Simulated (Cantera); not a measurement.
A Cantera script and what it prints.

```python
import numpy as np
import cantera as ct

gas_names = """
    Hg N NO NO2 NO3 N2 N2O O O2 O3
""".split()
cond_names = """
    Hg(cr) Hg(L) HgO(s)
""".split()


# ... load() reads the species with a 1 bar reference pressure and builds the phases ...
atoms = {
    'Hg': {'Hg': 1},
    'O2': {'O': 2},
    'N2': {'N': 2},
}
top_T = {}  # K; cautious upper limits of use, not melting points


# ... equilibrate(T, P, feed) seeds the gas with the atoms and calls Mixture.equilibrate('TP', solver="vcs", rtol=1e-11, max_steps=5000) ...
results = []
feed = {'Hg': 1, 'O2': 0.034, 'N2': 48}  # mol
T = 1623  # K
P = 101325  # Pa
mix = equilibrate(T, P, feed)
results.append((T, P, feed, dict(zip(mix.species_names, mix.species_moles))))
print(gas.report(threshold=1e-05))
for i in range(1, mix.n_phases):
    print(f"{mix.phase(i).name:16s} {mix.phase_moles(i):12.5e} mol")
```

It prints:

```
       temperature   1623 K
          pressure   1.0132e+05 Pa
           density   0.2368 kg/m^3
  mean mol. weight   31.536 kg/kmol
   phase of matter   gas

                          1 kg             1 kmol
                     ---------------   ---------------
          enthalpy        1.3833e+06        4.3625e+07  J
   internal energy        9.5543e+05        3.0131e+07  J
           entropy            7759.1        2.4469e+05  J/K
    Gibbs function        -1.121e+07       -3.5351e+08  J
 heat capacity c_p              1105             34847  J/K
 heat capacity c_v            841.32             26532  J/K

                      mass frac. Y      mole frac. X     chem. pot. / RT
                     ---------------   ---------------   ---------------
                Hg           0.12972          0.020394            -22.57
                NO        0.00012374        0.00013005           -30.834
                N2           0.86952           0.97885           -26.266
                O2         0.0006373         0.0006281           -35.403
     [   +6 minor]        2.9209e-07        5.0945e-07

Hg(L)             0.00000e+00 mol
```

Cantera equilibrium calculation (NASA polynomials, part measured and part estimated; ideal gas, pure solids and liquids).
